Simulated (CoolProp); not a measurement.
Computed with CoolProp (reference Helmholtz-energy equation of state, Gao 2016).

Problem. Give the vapour pressure (kPa), liquid density (kg/m³), enthalpy of vaporisation (kJ/kg), liquid cp (kJ/(kg K)) of saturated sulfur dioxide at 64.15 °C.

Solution. 
```tsv
T (°C)	p (kPa)	liquid density (kg/m³)	enthalpy of vaporisation (kJ/kg)	liquid cp (kJ/(kg K))
64.15	1230	1250	311	1.49
```
